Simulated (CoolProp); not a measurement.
The numbers come from the reference Helmholtz-energy equation of state, Thol 2019 in CoolProp.

**Question.** For n-pentane, give the phase and the cp (kJ/(kg K)), cv (kJ/(kg K)), expansivity (1/kK), conductivity (mW/(m K)) at 579.3 K and 0.835 MPa; 599.6 K and 0.835 MPa.

**Answer.** 
- 579.3 K and 0.835 MPa: gas; cp 2.86, cv 2.72, expansivity 2.01, conductivity 52.8
- 599.6 K and 0.835 MPa: gas; cp 2.93, cv 2.79, expansivity 1.91, conductivity 56.0

Thermal conductivity comes from a separate model (Vassiliou 2015).
